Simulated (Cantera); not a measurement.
An adiabatic, constant-pressure homogeneous reactor starts with H₂ : O₂ : N₂ = 1 : 0.5 : 1.88 (molar parts), equivalence ratio 1.0, at 1675 K and 750 Torr.

Cantera simulation using the H2/O2 subset of GRI-Mech 3.0, which has no nitrogen chemistry; the numbers are that mechanism's predictions, not measurements.

Predict: time of steepest temperature rise; temperature at 0.200 s; equilibrium temperature; x(H₂) at 0.200 s; x(O₂) at 0.200 s; x(O) at 0.200 s; x(OH) at 0.200 s; x(H) at 0.200 s.


```json
{
 "time_of_steepest_temperature_rise": "7.85 µs",
 "temperature at 0.200 s": "2907 K",
 "equilibrium_temperature": "2907 K",
 "x(H₂) at 0.200 s": "0.0553 (gas-phase equilibrium 0.0553)",
 "x(O₂) at 0.200 s": "0.0197 (gas-phase equilibrium 0.0197)",
 "x(O) at 0.200 s": "0.0115 (gas-phase equilibrium 0.0115)",
 "x(OH) at 0.200 s": "0.0368 (gas-phase equilibrium 0.0368)",
 "x(H) at 0.200 s": "0.0279 (gas-phase equilibrium 0.0279)"
}
```
